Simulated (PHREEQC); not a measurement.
Consider water at 25 °C with 0.0045 mol (NH4)2SiF6, 0.00021 mol (CH3)4NF and 0.0026 mol H2SiF6 per kg of water. Closed to the air; pH follows from the charge balance.

Equilibrium calculation in PHREEQC: ion-association model, wateq4f.dat.

The ionic strength comes out as 0.0202 mol/kgw. What activity coefficients do SiF6-2, F-, NH4+, H+, HF2- get?

SiF6-2 0.58, F- 0.87, NH4+ 0.87, H+ 0.89, HF2- 0.87.

No solid was allowed to form. Examples of supersaturated solids here: Quartz (slow to form), Chalcedony (slow to form). Others may be too. (CH3)4N+ isn't in the database: it is added as a free cation with an ion size of 4 Å. SiF6-2 is the database's only silicon fluoride.
